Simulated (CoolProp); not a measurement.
n-decane along the isotherm 620 K: Z from the reference equation and from simpler models built on Tc = 617.7 K, pc = 21.01 bar, ω = 0.488; each cubic takes its own stable root.

The numbers come from the reference Helmholtz-energy equation of state, Lemmon 2006 in CoolProp. It is a short technical equation, of lower accuracy than the large ones.

| p (bar) | phase | reference | Pitzer virial | van der Waals | Redlich-Kwong | Soave-Redlich-Kwong | Peng-Robinson |
|---|---|---|---|---|---|---|---|
| 0.955 | gas | 0.9839 | 0.9841 | 0.9865 | 0.9845 | 0.9846 | 0.9828 |
| 1.91 | gas | 0.9674 | 0.9682 | 0.9726 | 0.9687 | 0.9689 | 0.9654 |
| 2.87 | gas | 0.9504 | 0.9522 | 0.9584 | 0.9525 | 0.9527 | 0.9476 |
| 3.82 | gas | 0.9332 | 0.9364 | 0.9439 | 0.9362 | 0.9364 | 0.9296 |
| 4.78 | gas | 0.9153 | 0.9204 | 0.9289 | 0.9192 | 0.9195 | 0.9110 |
| 5.73 | gas | 0.8970 | 0.9046 | 0.9136 | 0.9020 | 0.9024 | 0.8923 |
| 6.69 | gas | 0.8780 | 0.8886 | 0.8977 | 0.8842 | 0.8846 | 0.8729 |
| 7.64 | gas | 0.8586 | 0.8727 | 0.8814 | 0.8660 | 0.8665 | 0.8533 |
| 8.6 | gas | 0.8383 | 0.8568 | 0.8644 | 0.8471 | 0.8477 | 0.8329 |
| 9.55 | gas | 0.8175 | 0.8409 | 0.8469 | 0.8277 | 0.8285 | 0.8122 |
| 10.5 | gas | 0.7958 | 0.8251 | 0.8287 | 0.8077 | 0.8085 | 0.7908 |
